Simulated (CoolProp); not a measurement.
Ammonia at 482.05 K and 0.553 MPa flows at 8.1 m/s in a round tube of 12.7 mm bore and 0.25 µm roughness, fully developed (64/Re and Nu = 3.66 if laminar; Colebrook and Gnielinski if turbulent). Each further row changes one setting.

Model: reference Helmholtz-energy equation of state, Gao 2020, in CoolProp.

| case | Reynolds number | Darcy friction factor | pressure drop (Pa/m) | heat-transfer coefficient (W/(m² K)) | mass flow (kg/h) |
|---|---|---|---|---|---|
| as stated | 14200 | 0.0282 | 173 | [?] | [?] |
| velocity 16.2 m/s | 28400 | 0.0238 | [?] | 295 | 17.5 |
| diameter 25.4 mm | 28400 | 0.0238 | 73.0 | 147 | 35.1 |

Problem. Some entries are withheld; supply them.

Solution. 
- as stated, heat-transfer coefficient (W/(m² K)): 170
- as stated, mass flow (kg/h): 8.76
- velocity 16.2 m/s, pressure drop (Pa/m): 584

Viscosity comes from a separate model (Fenghour 1995). Thermal conductivity comes from a separate model (Tufeu 1984).
